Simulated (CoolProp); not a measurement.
Computed with CoolProp (reference Helmholtz-energy equation of state, Schmidt 1985). Above 300 K oxygen's equation is extrapolated.

Task: For oxygen, give the phase and the cp (kJ/(kg K)), Joule-Thomson coefficient (K/MPa), conductivity (mW/(m K)) at -99.25 °C and 17 kPa.

Result: 
- -99.25 °C and 17 kPa: gas; cp 0.911, Joule-Thomson coefficient 7.02, conductivity 15.9

Thermal conductivity comes from a separate model (Lemmon 2004).
